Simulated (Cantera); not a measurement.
Gas mixture: C2H6 : H2O = 0.54 : 0.54 (molar parts), at 0.0267 bar, frozen composition.

Cantera's kinetic-theory transport with the Lennard-Jones parameters of GRI-Mech 3.0, ideal gas; thermal conductivity in the multicomponent form. Polar gases are described roughly by these parameters. The composition is frozen, though it would react at the higher temperatures.

D: mixture-averaged diffusion coefficient of that species in the mixture.

| T (K) | ρ (kg/m³) | cp (J/kg/K) | μ (µPa s) | λ (mW/m/K) | Pr | D (cm²/s) CH3 | D (cm²/s) H2 | D (cm²/s) CH4 |
|---|---|---|---|---|---|---|---|---|
| 400 | 0.0193 | 2067 | 13.1 | … | 0.723 | 12.4 | 43.5 | 12.2 |
| 550 | 0.0140 | 2485 | 17.7 | … | 0.737 | 22.2 | 75.6 | 22.0 |
| 700 | 0.0110 | 2849 | 22.0 | … | 0.749 | 34.2 | 114 | 33.9 |
| 850 | 0.00907 | 3143 | 26.0 | … | 0.758 | 48.1 | 159 | 47.7 |
| 1000 | 0.00771 | 3410 | 29.8 | … | 0.765 | 63.6 | 208 | 63.2 |
| 1150 | 0.00670 | 3629 | 33.4 | … | 0.771 | 80.9 | 263 | 80.4 |
| 1300 | 0.00593 | 3815 | 36.8 | … | 0.775 | 99.6 | 323 | 99.0 |

What belongs in the gaps?


- 400, λ (mW/m/K): 37.3
- 550, λ (mW/m/K): 59.5
- 700, λ (mW/m/K): 83.6
- 850, λ (mW/m/K): 108
- 1000, λ (mW/m/K): 133
- 1150, λ (mW/m/K): 157
- 1300, λ (mW/m/K): 181
